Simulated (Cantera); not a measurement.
Cantera run:

```python
import numpy as np
import cantera as ct

gas_names = """
    NH3 H2O N2O
""".split()
cond_names = """
    Fe2O3(s) Fe(OH)2(s)
""".split()


# ... load() reads the species with a 1 bar reference pressure and builds the phases ...
species = {s.name: s for s in load("nasa_gas.yaml", gas_names) + load("nasa_condensed.yaml", cond_names)}
# Each term lists the table entries of one substance; the one whose range holds T is used.
reactions = {
    '4 Fe2O3 + 2 NH3(g) + 5 H2O(g) = 8 Fe(OH)2 + N2O(g)':
        [(-4, ['Fe2O3(s)']), (-2, ['NH3']), (-5, ['H2O']), (8, ['Fe(OH)2(s)']), (1, ['N2O'])],
}


def pick(names, T):
    return next(species[n] for n in names if species[n].thermo.min_temp <= T <= species[n].thermo.max_temp)


results = []
for label, terms in reactions.items():
    print(label)
    print("     T/K   dH/kJ  dS/(J/K)   dG/kJ   log10 K")
    for T in [300, 875, 900, 925, 950, 975, 1000, 1025, 1050, 1075, 1100, 1125]:
        used = [(nu, pick(names, T)) for nu, names in terms]
        dH = sum(nu * s.thermo.h(T) for nu, s in used) / 1e6
        dS = sum(nu * s.thermo.s(T) for nu, s in used) / 1e3
        dG = dH - T * dS / 1e3
        logK = -dG * 1e6 / (ct.gas_constant * T * np.log(10))
        results.append((label, T, dH, dS, dG, logK, [s.name for _, s in used]))
        print(f"{T:8g} {dH:8.1f} {dS:8.1f} {dG:8.1f} {logK:8.2f}")
```

It prints:

```
4 Fe2O3 + 2 NH3(g) + 5 H2O(g) = 8 Fe(OH)2 + N2O(g)
     T/K   dH/kJ  dS/(J/K)   dG/kJ   log10 K
     300     91.7   -755.3    318.3   -55.42
     875    149.8   -638.0    708.1   -42.27
     900    151.4   -636.3    724.0   -42.02
     925    153.1   -634.4    739.9   -41.78
     950    155.0   -632.3    755.7   -41.55
     975    157.3   -630.0    771.5   -41.33
    1000    160.0   -627.2    787.2   -41.12
    1025    163.1   -624.2    802.9   -40.91
    1050    166.3   -621.1    818.4   -40.71
    1075    169.6   -618.0    833.9   -40.52
    1100    173.0   -614.9    849.3   -40.33
    1125    176.4   -611.8    864.7   -40.15
```

Source: NASA polynomial tables (part measured, part estimated), evaluated in Cantera. Condensed species are held in their standard states even where they would react or evaporate.
